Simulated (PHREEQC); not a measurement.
Make-up at 25 °C: 59 mmol/kgw Al2(SO4)3, 0.12 mmol/kgw HBF4, 0.16 mmol/kgw CuCl2 and 2.65 mmol/kgw KHCO3. Closed to the air; pH follows from the charge balance.

Model: ion-association model, phreeqc.dat, run in PHREEQC.

This is a speciation only: nothing precipitates in the calculation.

Predict the pH, ionic strength.

pH 4.59; ionic strength 0.190 mol/kgw.

In which forms is K present?

K+ 92 %, KSO4- 7.7 % of the K.

Examples of supersaturated solids here: Al(OH)3(a), Gibbsite (slow to form). Others may be too. Real BF4- forms and hydrolyses slowly; the run takes it at equilibrium. Fluoro complexes past AlF4- and FeF3 are missing from the database.
